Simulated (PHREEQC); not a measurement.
Consider water at 70 °C with 0.27 mol/kgw HF and 0.011 mol/kgw Na2SO4. Closed to the air; pH follows from the charge balance.

Equilibrium calculation in PHREEQC: ion-association model, wateq4f.dat.

```
Quantity                   Value
----------------  --------------
pH                          2.08
ionic strength    0.0358 mol/kgw
total alkalinity     -270 meq/kg
```

```csv
species,molality,activity,log γ
HF,0.207,0.209,0.004
Na+,0.0216,0.0179,-0.082
H2F2,0.0196,0.0197,0.004
H+,0.00982,0.00841,-0.067
F-,0.00841,0.00690,-0.086
HF2-,0.00768,0.00630,-0.086
HSO4-,0.00635,0.00526,-0.082
SO4-2,0.00436,0.00208,-0.322
NaSO4-,0.000287,0.000239,-0.079
NaF,7.06e-5,7.12e-5,0.004
```

No solid was allowed to form. wateq4f.dat counts part of the HF as a dimer, H2F2, which phreeqc.dat doesn't know; its constant is uncertain. Constants without temperature data keep their 25 °C values here.
